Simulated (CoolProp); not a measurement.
Model: reference Helmholtz-energy equation of state, Gedanitz 2015, in CoolProp.

Problem. Give the vapour pressure (MPa), liquid density (kg/m³), vapour density (kg/m³), enthalpy of vaporisation (kJ/kg) of saturated cyclopentane at 390.7, 401.5, 405 K.

Solution. 
| T (K) | p (MPa) | liquid density (kg/m³) | vapour density (kg/m³) | enthalpy of vaporisation (kJ/kg) |
|---|---|---|---|---|
| 390.7 | 0.618 | 638 | 15.3 | 330 |
| 401.5 | 0.774 | 624 | 19.1 | 319 |
| 405 | 0.830 | 619 | 20.5 | 315 |
